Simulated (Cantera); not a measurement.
Charge: 1 mol Si2Cl6, 22 mol NH3, 0.18 mol H2, held at 2700 Pa.

Equilibrium computed with Cantera from the NASA thermochemical tables; the gas is ideal and each condensed phase is pure. Candidate condensed phases: NH4Cl, Si, Si3N4; 28 gas species. The feed counts by its element totals alone. The tables' values for SiCl3, SiCl are old estimates; treat these amounts as uncertain. The numbers say what is thermodynamically allowed, not how fast it happens. All values below are at 1648 K.

Base state: H2 0.666, N2 0.218, HCl 0.102, SiCl2 0.0131, H 0.000442, SiCl3 0.000284, Cl 5.34e-5, SiHCl3 1.47e-5 (mole fractions); condensed: Si3N4(s).

Task: What changes in the equilibrium state with this change: pressure from 2700 Pa to 10000 Pa?

Result: 
| species | before | after |
|---|---|---|
| H2 | 0.666 | 0.663 |
| N2 | 0.218 | 0.215 |
| HCl | 0.102 | 0.115 |
| SiCl2 | 0.0131 | 0.00700 |
| SiCl | 1.07e-5 | 2.63e-6 |
| SiCl4 | 1.36e-5 | 3.40e-5 |
| SiHCl3 | 1.47e-5 | 3.27e-5 |
| H | 0.000442 | 0.000229 |
| Si3N4(s), mol | 0.459 | 0.553 |
The tables' values for SiCl3 are old estimates; treat these amounts as uncertain.
